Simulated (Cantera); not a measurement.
A perfectly stirred reactor is fed with 33.8 % H₂, 66.2 % O₂, equivalence ratio 0.26, at 10.00 Torr; it is held at 1200 K, and followed from long to short residence time.

Detailed kinetics in Cantera: the H2/O2 subset of GRI-Mech 3.0, which has no nitrogen chemistry. Radical loss at walls, strong at low pressure, is not modelled. The temperature is held fixed by assumption; the heat of reaction is taken as removed at once.

x: mole fraction; the columns are a selection and need not sum to one.

| τ (s) | x H₂ | x O₂ | x H₂O₂ | x H | x O | x H₂O | x HO₂ |
|---|---|---|---|---|---|---|---|
| 16 | 0.000214 | 0.593 | 2.56e-7 | 5.09e-5 | 0.000413 | 0.405 | 2.53e-6 |
| 7.3 | 0.000359 | 0.593 | 3.31e-7 | 0.000112 | 0.000699 | 0.405 | 3.67e-6 |
| 3.3 | 0.000605 | 0.592 | 4.19e-7 | 0.000248 | 0.00119 | 0.404 | 5.12e-6 |
| 1.5 | ? | 0.591 | ? | ? | ? | 0.403 | ? |
| 0.68 | 0.00169 | 0.590 | 6.16e-7 | 0.00120 | 0.00339 | 0.401 | 8.54e-6 |
| 0.31 | 0.00278 | 0.587 | 7.07e-7 | 0.00262 | 0.00566 | 0.397 | 1.02e-5 |
| 0.14 | 0.00457 | 0.584 | 7.74e-7 | 0.00569 | 0.00944 | 0.391 | 1.16e-5 |
| 0.064 | 0.00735 | 0.578 | 7.99e-7 | 0.0120 | 0.0154 | 0.381 | 1.25e-5 |
| 0.029 | 0.0116 | 0.568 | 7.69e-7 | 0.0246 | 0.0246 | 0.362 | 1.29e-5 |
| 0.013 | ? | 0.554 | ? | ? | ? | ? | 1.25e-5 |
| 0.0060 | 0.0247 | 0.538 | 5.93e-7 | 0.0764 | 0.0510 | 0.297 | 1.15e-5 |

Q: What belongs in the gaps?

A: 
- 1.5, x H₂: 0.00101
- 1.5, x H₂O₂: 5.16e-7
- 1.5, x H: 0.000547
- 1.5, x O: 0.00201
- 1.5, x HO₂: 6.79e-6
- 0.013, x H₂: 0.0175
- 0.013, x H₂O₂: 6.88e-7
- 0.013, x H: 0.0469
- 0.013, x O: 0.0374
- 0.013, x H₂O: 0.333
